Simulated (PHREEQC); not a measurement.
Synthetic water in mg/kgw, 25 °C, pH 6.78, pe 12.4:

| constituent | mg/kgw |
|---|---|
| Na | 0.565 |
| K | 5.29 |
| Ca | 7.15 |
| Mg | 0.456 |
| Cl | 3.24 |
| S(6) as SO4 | 7.23 |
| Alkalinity as HCO3 | 18.1 |
| Li | 0.00292 |
| Sr | 0.0527 |
| Ni | 0.127 |

Valence states are taken as typed.

All values are PHREEQC results (ion-association model, wateq4f.dat), not measurements.

No solid was allowed to form.

Task: Order these Ni species by the share of Ni that they hold, largest first: NiCO3, NiSO4, NiHCO3+, Ni+2.

Result: Ni+2 (64 %), NiCO3 (33 %), NiHCO3+ (2.3 %), NiSO4 (0.70 %)

The pH is 6.78 and the ionic strength 0.000812 mol/kgw. The database's nickel carbonate constants are estimates that later reviews lower a good deal.
